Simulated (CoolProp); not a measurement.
Model: reference Helmholtz-energy equation of state, Lemmon 2006, in CoolProp. It is a short technical equation, of lower accuracy than the large ones.

### Question
For carbon monoxide, give the phase and the Z, cp (kJ/(kg K)), cv (kJ/(kg K)), isothermal compressibility (1/MPa) at -96.95 °C and 2800 kPa; -96.95 °C and 4900 kPa.

### Answer
- -96.95 °C and 2800 kPa: gas; Z 0.886, cp 1.29, cv 0.776, isothermal compressibility 0.403
- -96.95 °C and 4900 kPa: supercritical; Z 0.803, cp 1.59, cv 0.805, isothermal compressibility 0.252
